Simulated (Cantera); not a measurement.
Charge: 1 mol SiC, 0.0017 mol H2O, 5.9 mol N2, equilibrated at 3150 Torr.

Cantera equilibrium calculation (NASA polynomials, part measured and part estimated; ideal gas, pure solids and liquids). Candidate condensed phases: C, C6H6, C7H8, C8H18, H2O, Si, SiC, SiO2, Si2N2O, Si3N4; 151 gas species. N2 is the only nitrogen source here; it is nearly inert below about 1500 K, so the nitride shown seldom forms there in practice. Mutual solubility and eutectic melting of coexisting phases are not modelled. Kinetics and transport are ignored. All values below are at 1200 °C.

Base state: N2 1.000, H2 0.000317, CO 2.11e-5, HCN 1.55e-5 (mole fractions); condensed: C(graphite) + Si2N2O(s) + Si3N4(s).

Problem. What changes in the equilibrium state with this change: pressure from 3150 Torr to 0.173 Torr?

Solution. 
```tsv
species	before	after
N2	1.000	0.999
H2	0.000317	0.000281
CO	2.11e-5	0.000146
SiO	1.98e-9	0.000142
H	1.10e-7	1.40e-5
HCN	1.55e-5	6.16e-7
C(graphite), mol	1.000	0
Si2N2O(s), mol	0.00159	0
Si3N4(s), mol	0.332	0
SiC(s), mol	0	0.999
```
